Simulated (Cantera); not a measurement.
Charge: 1 mol BN, 1.5 mol O2, a varied amount of N2, equilibrated at 1700 K and 1200 Pa.

Equilibrium computed with Cantera from the NASA thermochemical tables; the gas is ideal and each condensed phase is pure. Candidate condensed phases: B, BN, B2O3; 17 gas species. Kinetics and transport are ignored.

Question: Which condensed phases are stable at each of these points (n(N2) (mol)): 3.7, 5, 6.6, 8.7, 12, 15, 20, 27, 35, 47, 62, 82?

Answer: 
```tsv
n(N2) (mol)	condensed phases	B condensed (%)
3.7	B2O3(l)	28.6
5	B2O3(l)	10.1
6.6	gas only	0.0
8.7	gas only	0.0
12	gas only	0.0
15	gas only	0.0
20	gas only	0.0
27	gas only	0.0
35	gas only	0.0
47	gas only	0.0
62	gas only	0.0
82	gas only	0.0
```

From 3.7 mol N2 to 5 mol N2 the condensed part is B2O3(l). From 6.6 mol N2 to 82 mol N2 nothing is condensed.
